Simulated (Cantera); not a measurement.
An adiabatic, constant-pressure homogeneous reactor starts with H2 : O2 : N2 = 1 : 0.417 : 1.57 (molar parts), equivalence ratio 1.2, at 1275 K and 2.20 bar. Integrator tolerance rtol = 1e-08.

Model: the H2/O2 subset of GRI-Mech 3.0, which has no nitrogen chemistry, integrated in Cantera. The hydrogen kinetics of GRI-Mech 3.0 are dated; newer H2 mechanisms differ, most at raised pressure.

### Question
What does this change do: pressure from 2.20 bar to 1.01 bar?

### Answer
| quantity | before | after |
|---|---|---|
| time of steepest temperature rise | 15.2 µs | 31.3 µs |
| temperature at 0.800 s | 2873 K | 2811 K |
| equilibrium temperature | 2873 K | 2811 K |
| x(H2) at 0.800 s | 0.0770 (gas-phase equilibrium 0.0770) | 0.0789 (gas-phase equilibrium 0.0789) |
| x(O2) at 0.800 s | 0.00501 (gas-phase equilibrium 0.00501) | 0.00616 (gas-phase equilibrium 0.00616) |
| x(H) at 0.800 s | 0.0198 (gas-phase equilibrium 0.0198) | 0.0239 (gas-phase equilibrium 0.0239) |
| x(HO2) at 0.800 s | 4.12e-6 (gas-phase equilibrium 4.12e-6) | 3.45e-6 (gas-phase equilibrium 3.45e-6) |
| x(H2O) at 0.800 s | 0.280 (gas-phase equilibrium 0.280) | 0.273 (gas-phase equilibrium 0.273) |

### Question
What does this change do: O2 0.417 to 0.16 parts?

### Answer
```json
[
 {"quantity": "time of steepest temperature rise", "before": "15.2 µs", "after": "30.7 µs"},
 {"quantity": "temperature at 0.800 s", "before": "2873 K", "after": "2120 K"},
 {"quantity": "equilibrium temperature", "before": "2873 K", "after": "2120 K"},
 {"quantity": "x(H2) at 0.800 s", "before": "0.0770 (gas-phase equilibrium 0.0770)", "after": "0.264 (gas-phase equilibrium 0.264)"},
 {"quantity": "x(O2) at 0.800 s", "before": "0.00501 (gas-phase equilibrium 0.00501)", "after": "4.69e-8 (gas-phase equilibrium 4.69e-8)"},
 {"quantity": "x(H) at 0.800 s", "before": "0.0198 (gas-phase equilibrium 0.0198)", "after": "0.00123 (gas-phase equilibrium 0.00123)"},
 {"quantity": "x(HO2) at 0.800 s", "before": "4.12e-6 (gas-phase equilibrium 4.12e-6)", "after": "6.24e-11 (gas-phase equilibrium 6.24e-11)"},
 {"quantity": "x(H2O) at 0.800 s", "before": "0.280 (gas-phase equilibrium 0.280)", "after": "0.124 (gas-phase equilibrium 0.124)"}
]
```
